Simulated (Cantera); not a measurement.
Input: 1 mol Ti(OiPr)₄, 1.5 mol O₂, 57 mol H₂, equilibrated at 1398 K and 0.340 bar.

Equilibrium computed with Cantera from the NASA thermochemical tables; the gas is ideal and each condensed phase is pure. The feed counts by its element totals alone. TiC: taken at fixed stoichiometry. Rates play no part.

```csv
species,before,after
H₂,0.909,0.925
CO,0.0897,0.0718
CH₄,0.00123,0.00295
H₂O,0.000105,0.000199
"C(graphite), mol",3.91,6.21
"TiC(s), mol",1.00,0.0939
"Ti₃O₅(s), mol",0,0.302
```
Gas species are given as mole fractions.

**Question.** Name the change that produced these shifts.
A. pressure from 0.340 bar to 0.790 bar
B. temperature from 1398 K to 1100 K
C. pressure from 0.340 bar to 13.3 mbar
D. pressure from 0.340 bar to 39.0 mbar

**Answer.** A, pressure from 0.340 bar to 0.790 bar. Mutual solubility and eutectic melting of coexisting phases are not modelled
